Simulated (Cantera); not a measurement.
A closed system holds: 1 mol BCl3, 8.7 mol H2, equilibrated at 927 °C and 0.0133 bar.

Method: chemical equilibrium by Gibbs-energy minimisation in Cantera with the NASA 1993 tables (ideal gas, pure condensed phases). Candidate condensed phases: B; 13 gas species. The tables' values for BCl2 are old estimates; treat these amounts as uncertain. Gases not in the tables: BHCl2. Kinetics and transport are ignored.

Base state: H2 0.778, HCl 0.183, BCl3 0.0389, BCl2 2.81e-5 (mole fractions); condensed: B(s).

Q: What changes in the equilibrium state with this change: BCl3 replaced by BF3?

A: 
```
species     before    after
---------  -------  -------
H2           0.778    0.894
BF3              0    0.101
HF               0  0.00247
HCl          0.183        0
BCl3        0.0389        0
BHF2             0  0.00239
BF2              0  7.99e-5
BCl2       2.81e-5        0
B(s), mol    0.610        0
```
The tables' values for BF2 are old estimates; treat these amounts as uncertain.
